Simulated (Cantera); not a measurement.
A Cantera script and what it prints.

```python
import numpy as np
import cantera as ct

gas_names = [...]  # 113 gases of nasa_gas.yaml made of C, H, O, Pb
cond_names = """
    C(gr) C6H6(L) C7H8(L) C8H18(L),n-octa H2O(s) H2O(L) Pb(cr) Pb(L) PbO(rd) PbO(yw) PbO(L) PbO2(s)
    Pb3O4(s)
""".split()


# ... load() reads the species with a 1 bar reference pressure and builds the phases ...
atoms = {
    'Pb': {'Pb': 1},
    'CO': {'C': 1, 'O': 1},
    'H2': {'H': 2},
}
top_T = {'C(gr)': 4500, 'Pb3O4(s)': 820}  # K; cautious upper limits of use, not melting points


# ... equilibrate(T, P, feed) seeds the gas with the atoms and calls Mixture.equilibrate('TP', solver="vcs", rtol=1e-11, max_steps=5000) ...
results = []
T = 1998.15  # K
P = 100000  # Pa
for m in [1.6, 3.6, 7.8, 17, 37, 81, 180]:
    feed = {'Pb': 1, 'CO': 2.3, 'H2': m}  # mol
    mix = equilibrate(T, P, feed)
    results.append((T, P, feed, dict(zip(mix.species_names, mix.species_moles))))
    x = sorted(zip(gas.X, gas.species_names), reverse=True)
    print(f"T = {T:g} K  P = {P:g} Pa  n(H2) = {m:g} mol  gas = {mix.phase_moles(0):.4g} mol")
    print("   x: " + "  ".join(f"{s} {v:.3e}" for v, s in x if v > 0.001))
    print("   condensed (mol): " + ("  ".join(f"{mix.phase(i).name} {mix.phase_moles(i):.4g}"
          for i in range(1, mix.n_phases) if mix.phase_moles(i) > 1e-12) or "none"))
```

It prints:

```
T = 1998.15 K  P = 100000 Pa  n(H2) = 1.6 mol  gas = 4.901 mol
   x: CO 4.692e-01  H2 3.259e-01  Pb 2.036e-01
   condensed (mol): none
T = 1998.15 K  P = 100000 Pa  n(H2) = 3.6 mol  gas = 6.902 mol
   x: H2 5.208e-01  CO 3.331e-01  Pb 1.447e-01  H 1.159e-03
   condensed (mol): none
T = 1998.15 K  P = 100000 Pa  n(H2) = 7.8 mol  gas = 11.11 mol
   x: H2 7.015e-01  CO 2.070e-01  Pb 8.997e-02  H 1.345e-03
   condensed (mol): none
T = 1998.15 K  P = 100000 Pa  n(H2) = 17 mol  gas = 20.31 mol
   x: H2 8.360e-01  CO 1.132e-01  Pb 4.921e-02  H 1.468e-03
   condensed (mol): none
T = 1998.15 K  P = 100000 Pa  n(H2) = 37 mol  gas = 40.33 mol
   x: H2 9.166e-01  CO 5.698e-02  Pb 2.479e-02  H 1.537e-03
   condensed (mol): none
T = 1998.15 K  P = 100000 Pa  n(H2) = 81 mol  gas = 84.36 mol
   x: H2 9.593e-01  CO 2.722e-02  Pb 1.185e-02  H 1.573e-03
   condensed (mol): none
T = 1998.15 K  P = 100000 Pa  n(H2) = 180 mol  gas = 183.4 mol
   x: H2 9.804e-01  CO 1.251e-02  Pb 5.451e-03  H 1.590e-03
   condensed (mol): none
```

Cantera equilibrium calculation (NASA polynomials, part measured and part estimated; ideal gas, pure solids and liquids).
